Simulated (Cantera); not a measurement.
Input (Python, Cantera) and output of one run.

```python
import numpy as np
import cantera as ct

gas_names = """
    Hg N NO NO2 NO3 N2 N2O O O2 O3
""".split()
cond_names = """
    Hg(cr) Hg(L) HgO(s)
""".split()


# ... load() reads the species with a 1 bar reference pressure and builds the phases ...
atoms = {
    'HgO': {'Hg': 1, 'O': 1},
    'N2': {'N': 2},
}
top_T = {}  # K; cautious upper limits of use, not melting points


# ... equilibrate(T, P, feed) seeds the gas with the atoms and calls Mixture.equilibrate('TP', solver="vcs", rtol=1e-11, max_steps=5000) ...
results = []
T = 1073.15  # K
P = 29  # Pa
for m in [1, 1.4, 2.1, 3, 4.3, 6.1, 8.8, 13, 18, 26]:
    feed = {'HgO': 1, 'N2': m}  # mol
    mix = equilibrate(T, P, feed)
    results.append((T, P, feed, dict(zip(mix.species_names, mix.species_moles))))
    x = sorted(zip(gas.X, gas.species_names), reverse=True)
    print(f"T = {T:g} K  P = {P:g} Pa  n(N2) = {m:g} mol  gas = {mix.phase_moles(0):.4g} mol")
    print("   x: " + "  ".join(f"{s} {v:.3e}" for v, s in x if v > 1e-05))
    print("   condensed (mol): " + ("  ".join(f"{mix.phase(i).name} {mix.phase_moles(i):.4g}"
          for i in range(1, mix.n_phases) if mix.phase_moles(i) > 1e-12) or "none"))
```

It prints:

```
T = 1073.15 K  P = 29 Pa  n(N2) = 1 mol  gas = 2.5 mol
   x: Hg 4.000e-01  N2 4.000e-01  O2 2.000e-01  NO 4.602e-05
   condensed (mol): none
T = 1073.15 K  P = 29 Pa  n(N2) = 1.4 mol  gas = 2.9 mol
   x: N2 4.827e-01  Hg 3.448e-01  O2 1.724e-01  NO 4.694e-05
   condensed (mol): none
T = 1073.15 K  P = 29 Pa  n(N2) = 2.1 mol  gas = 3.6 mol
   x: N2 5.833e-01  Hg 2.778e-01  O2 1.389e-01  NO 4.631e-05
   condensed (mol): none
T = 1073.15 K  P = 29 Pa  n(N2) = 3 mol  gas = 4.5 mol
   x: N2 6.666e-01  Hg 2.222e-01  O2 1.111e-01  NO 4.428e-05
   condensed (mol): none
T = 1073.15 K  P = 29 Pa  n(N2) = 4.3 mol  gas = 5.8 mol
   x: N2 7.414e-01  Hg 1.724e-01  O2 8.619e-02  NO 4.113e-05
   condensed (mol): none
T = 1073.15 K  P = 29 Pa  n(N2) = 6.1 mol  gas = 7.6 mol
   x: N2 8.026e-01  Hg 1.316e-01  O2 6.577e-02  NO 3.739e-05
   condensed (mol): none
T = 1073.15 K  P = 29 Pa  n(N2) = 8.8 mol  gas = 10.3 mol
   x: N2 8.544e-01  Hg 9.709e-02  O2 4.853e-02  NO 3.313e-05
   condensed (mol): none
T = 1073.15 K  P = 29 Pa  n(N2) = 13 mol  gas = 14.5 mol
   x: N2 8.965e-01  Hg 6.897e-02  O2 3.447e-02  NO 2.860e-05
   condensed (mol): none
T = 1073.15 K  P = 29 Pa  n(N2) = 18 mol  gas = 19.5 mol
   x: N2 9.231e-01  Hg 5.128e-02  O2 2.563e-02  NO 2.503e-05
   condensed (mol): none
T = 1073.15 K  P = 29 Pa  n(N2) = 26 mol  gas = 27.5 mol
   x: N2 9.454e-01  Hg 3.636e-02  O2 1.817e-02  NO 2.133e-05
   condensed (mol): none
```

These are equilibrium values from Cantera (NASA tables, ideal gas, pure condensed phases), not measurements of a reactor.
